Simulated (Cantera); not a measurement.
A counterflow diffusion flame at 0.390 bar, nozzles 20 mm apart: fuel side 68.5 % CO, 18.5 % H2, 13.0 % CH4 at 325 K, oxidiser side 23.0 % O2, 77.0 % N2 at 600 K, fuel mass flux 1.1 times the oxidiser's; mixture-averaged transport, no radiation.

Cantera simulation using GRI-Mech 3.0 (53 species, 325 reactions); the numbers are that mechanism's predictions, not measurements. GRI-Mech 3.0 has no aromatics or soot, which form on the fuel side of real flames. The maximum strain rate includes the flame's own expansion and is several times the mean. A flux with no burning solution from the previous one only brackets extinction.

x: mole fraction; the columns are a selection and need not sum to one.

| oxidiser flux (kg/m²/s) | max strain (1/s) | mean strain (1/s) | T max (K) | peak x OH | peak x H | peak x NO | peak x CO | peak x C2H2 |
|---|---|---|---|---|---|---|---|---|
| 0.23 | ? | 91.3 | 1997 | 0.0110 | 0.0138 | 0.000113 | 0.693 | 0.00558 |
| 0.34 | ? | 135 | 1965 | 0.0106 | 0.0147 | 9.34e-5 | 0.694 | 0.00546 |
| 0.49 | ? | 195 | 1938 | 0.0101 | 0.0156 | 7.67e-5 | 0.694 | 0.00522 |
| 0.72 | ? | 286 | 1907 | 0.00954 | 0.0163 | 5.96e-5 | 0.693 | 0.00477 |
| 1 | ? | 397 | 1876 | 0.00888 | 0.0166 | 4.53e-5 | 0.694 | 0.00416 |
| 1.5 | ? | 596 | 1831 | 0.00797 | 0.0167 | 2.96e-5 | 0.694 | 0.00319 |
| 2.2 | ? | 874 | 1776 | 0.00690 | 0.0160 | 1.68e-5 | 0.693 | 0.00206 |
| 3.2 | ? | 1270 | 1685 | 0.00535 | 0.0138 | 6.60e-6 | 0.694 | 0.000838 |

Q: Some entries are withheld; supply them.

A: 
- 0.23, max strain (1/s): 375
- 0.34, max strain (1/s): 532
- 0.49, max strain (1/s): 742
- 0.72, max strain (1/s): 1060
- 1, max strain (1/s): 1430
- 1.5, max strain (1/s): 2090
- 2.2, max strain (1/s): 2990
- 3.2, max strain (1/s): 4210
